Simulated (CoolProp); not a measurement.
The numbers come from the reference Helmholtz-energy equation of state, Lemmon 2006 in CoolProp. It is a short technical equation, of lower accuracy than the large ones.

**Question.** Give the vapour pressure (MPa), liquid density (kg/m³), vapour Z of saturated acetone at 82.65, 97.15, 183.65 °C.

**Answer.** 
```csv
T (°C),p (MPa),liquid density (kg/m³),vapour Z
82.65,0.233,716,0.914
97.15,0.346,698,0.891
183.65,2.11,555,0.656
```
